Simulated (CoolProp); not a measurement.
Model: reference Helmholtz-energy equation of state, Penoncello 2003, in CoolProp.

For CHF3 (R23), give the phase and the cv (kJ/(kg K)), Joule-Thomson coefficient (K/MPa), isothermal compressibility (1/MPa) at 315.4 K and 53.7 bar; 315.4 K and 268 bar; 315.4 K and 483 bar.


- 315.4 K and 53.7 bar: supercritical; cv 0.850, Joule-Thomson coefficient 10.2, isothermal compressibility 0.425
- 315.4 K and 268 bar: supercritical; cv 0.786, Joule-Thomson coefficient 0.118, isothermal compressibility 0.00695
- 315.4 K and 483 bar: supercritical; cv 0.792, Joule-Thomson coefficient -0.157, isothermal compressibility 0.00339
